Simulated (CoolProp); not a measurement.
Vapour-liquid equilibrium of R134a (1) + R123 (2) at -22.35 °C; x and y are mole fractions of (1).

Values from CoolProp's multi-fluid Helmholtz-energy mixture model, Tillner-Roth 1994 and Younglove 1994; pair parameters Bell 2016.

### Question
Give the bubble pressure and the first vapour's composition at x = 0.05, 0.5, 0.65. Is there an azeotrope?

### Answer
x = 0.05: 0.01851 MPa, y = 0.456; x = 0.5: 0.07513 MPa, y = 0.919; x = 0.65: 0.08856 MPa, y = 0.946. No azeotrope shows between x = 0.05 and 0.95.

Pair parameters are fitted to limited data, so mixtures are less certain than the pure fluids.
